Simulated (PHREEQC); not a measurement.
Copper plating or etch bath: speciation

Dissolve 65 mmol/kgw Cu(NO3)2, 3.8 mmol/kgw HCl and 21 mmol/kgw KCl at 25 °C. Closed to the air; pH follows from the charge balance.

The numbers come from PHREEQC with the ion-association model, phreeqc.dat.

- pH: 2.52
- ionic strength: 0.217 mol/kgw
- specific conductance: 15200 µS/cm
- density: 1.008 g/cm³
- total alkalinity: -3.80 meq/kg

| species | molality | activity | log γ |
|---|---|---|---|
| NO3- | 0.130 | 0.0893 | -0.163 |
| Cu+2 | 0.0637 | 0.0204 | -0.496 |
| Cl- | 0.0235 | 0.0167 | -0.149 |
| K+ | 0.0210 | 0.0148 | -0.152 |
| H+ | 0.00380 | 0.00302 | -0.100 |
| CuCl+ | 0.00128 | 0.000913 | -0.147 |

No solid was allowed to form.
